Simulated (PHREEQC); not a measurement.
A solution holds 98 mmol/kgw NH4HS, 180 mmol/kgw NaCl and 0.15 mmol/kgw FeCl2, at 90 °C. Closed to the air; pH follows from the charge balance.

All values are PHREEQC results (ion-association model, wateq4f.dat), not measurements.

```
quantity                  before   after
------------------------  ------  ------
pH                          7.04    7.06
ionic strength (mol/kgw)   0.263  0.0809
H2S (mol/kgw)             0.0153  0.0171
NH3 (mol/kgw)             0.0153  0.0171
```

Task: Name the change that produced these shifts.
(A) FeCl2 from 0.00015 to 0.000165 mol/kgw
(B) temperature from 90 to 85 °C
(C) FeCl2 left out
(D) NaCl left out

Result: D, NaCl left out

No solid was allowed to form. Away from 25 °C the constants follow the database's enthalpies or fits; those with neither stay at their 25 °C values.
